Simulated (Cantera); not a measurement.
A closed system holds: 1 mol CaO, 2.8 mol HF, 0.2 mol O2, held at 1573 K and 0.100 bar.

Equilibrium computed with Cantera from the NASA thermochemical tables; the gas is ideal and each condensed phase is pure. Candidate condensed phases: Ca, CaF2, CaO, Ca(OH)2, H2O; 29 gas species. The numbers say what is thermodynamically allowed, not how fast it happens.

Base state: H2O 0.500, HF 0.400, O2 0.0999, OH 0.000473, CaF2 9.51e-5, H2 2.40e-5, O 1.04e-5 (mole fractions); condensed: CaF2(s).

**Question.** What changes in the equilibrium state with this change: temperature from 1573 K to 1873.15 K?

**Answer.** 
```json
[
 {"species": "H2O", "before": "0.500", "after": "0.493"},
 {"species": "HF", "before": "0.400", "after": "0.396"},
 {"species": "O2", "before": "0.0999", "after": "0.0983"},
 {"species": "CaF2", "before": "9.51e-5", "after": "0.00863"},
 {"species": "H", "before": "6.30e-7", "after": "4.64e-5"},
 {"species": "O", "before": "1.04e-5", "after": "0.000235"},
 {"species": "H2", "before": "2.40e-5", "after": "0.000515"},
 {"species": "OH", "before": "0.000473", "after": "0.00344"},
 {"species": "CaF2(s), mol", "before": "1.000", "after": "0"},
 {"species": "CaF2(l), mol", "before": "0", "after": "0.983"}
]
```
